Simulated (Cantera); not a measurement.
Source: NASA polynomial tables (part measured, part estimated), evaluated in Cantera. Values are per mole of reaction as written; species without (g) are pure solids or liquids, kept so even where they would boil at 1 bar.

2 O(g) + CaS + 2 F(g) = CaF2 + SO2(g), with ΔH° = -1706.7 kJ and ΔS° = -379.6 J/K at 300 K.

**Question.** How far is the shortcut ΔG° ≈ ΔH°(300 K) − T·ΔS°(300 K) from the full temperature-dependent value at 2423, 2448, 2473, 2498, 2523 K?

**Answer.** 
```json
[
 {"T (K)": "2423", "shortcut (kJ)": "-786.9", "full (kJ)": "-789.3", "difference (kJ)": "2.4", "difference in log10 K": "-0.05", "condensed phases": "CaS(s), CaF2(l)"},
 {"T (K)": "2448", "shortcut (kJ)": "-777.4", "full (kJ)": "-780.4", "difference (kJ)": "3.1", "difference in log10 K": "-0.07", "condensed phases": "CaS(s), CaF2(l)"},
 {"T (K)": "2473", "shortcut (kJ)": "-767.9", "full (kJ)": "-771.6", "difference (kJ)": "3.7", "difference in log10 K": "-0.08", "condensed phases": "CaS(s), CaF2(l)"},
 {"T (K)": "2498", "shortcut (kJ)": "-758.4", "full (kJ)": "-762.7", "difference (kJ)": "4.3", "difference in log10 K": "-0.09", "condensed phases": "CaS(s), CaF2(l)"},
 {"T (K)": "2523", "shortcut (kJ)": "-748.9", "full (kJ)": "-753.9", "difference (kJ)": "4.9", "difference in log10 K": "-0.10", "condensed phases": "CaS(s), CaF2(l)"}
]
```
The shortcut ignores heat capacities and the phase changes listed.
